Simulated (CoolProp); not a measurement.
Properties of n-decane along the isobar 2.37 MPa (Tc = 344.5 °C, pc = 2.101 MPa, ω = 0.488).

Model: reference Helmholtz-energy equation of state, Lemmon 2006, in CoolProp. It is a short technical equation, of lower accuracy than the large ones.

| T (°C) | phase | density (kg/m³) | Joule-Thomson coefficient (K/MPa) | expansivity (1/kK) | viscosity (µPa s) |
|---|---|---|---|---|---|
| 67.25 | liquid | 695.9 | -0.3800 | 1.109 | 515 |
| 92.55 | liquid | 676.3 | -0.3467 | 1.160 | 401 |
| 117.85 | liquid | 656.2 | -0.3101 | 1.224 | 321 |
| 143.05 | liquid | 635.6 | -0.2689 | 1.307 | 263 |
| 168.35 | liquid | 614.1 | -0.2202 | 1.415 | 219 |
| 193.65 | liquid | 591.5 | -0.1599 | 1.558 | 184 |
| 218.95 | liquid | 567.3 | -0.08047 | 1.755 | 155 |
| 244.25 | liquid | 540.9 | 0.03274 | 2.039 | 131 |
| 269.45 | liquid | 511.1 | 0.2106 | 2.484 | 110 |

Viscosity comes from a separate model (Huber 2004).
